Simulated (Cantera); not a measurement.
An isothermal, constant-pressure homogeneous reactor starts with 54.7 % N2O, 0.525 % H2, 44.8 % N2, at 1075 K and 100000 Pa.

Model: GRI-Mech 3.0 (53 species, 325 reactions), integrated in Cantera. GRI-Mech 3.0 was tuned for natural gas; its chemistry of N2O as a main component is partial and can be far from experiment. The mechanism lacks the step 2 NO + O2 → 2 NO2, which can matter for NO2 below about 1400 K. The temperature is held fixed by assumption; the heat of reaction is taken as removed at once.

x: mole fraction; the columns are a selection and need not sum to one.

```csv
t (s),x N2O,x H2,x NO,x NO2,x H
8.00e-6,0.547,0.00525,2.10e-9,<1e-12,3.59e-9
2.64e-5,0.547,0.00525,1.62e-8,<1e-12,2.05e-8
8.69e-5,0.547,0.00525,8.89e-8,<1e-12,8.66e-8
0.000287,0.547,0.00523,4.35e-7,7.80e-11,2.76e-7
0.000945,0.546,0.00512,2.28e-6,8.77e-9,6.65e-7
0.00312,0.546,0.00444,9.33e-6,1.80e-7,9.88e-7
0.0103,0.544,0.00259,2.40e-5,9.74e-7,5.25e-7
0.0339,0.541,0.000706,5.24e-5,6.26e-6,9.01e-8
0.112,0.538,6.12e-5,0.000130,3.19e-5,4.12e-9
0.368,0.531,1.59e-7,0.000408,7.84e-5,8.69e-11
1.21,0.508,___,___,___,7.24e-11
4.00,___,7.85e-10,___,___,6.16e-11
```

**Question.** What belongs in the gaps?

**Answer.** 
- 1.21, x H2: 1.04e-9
- 1.21, x NO: 0.00136
- 1.21, x NO2: 0.000118
- 4.00, x N2O: 0.442
- 4.00, x NO: 0.00406
- 4.00, x NO2: 0.000159
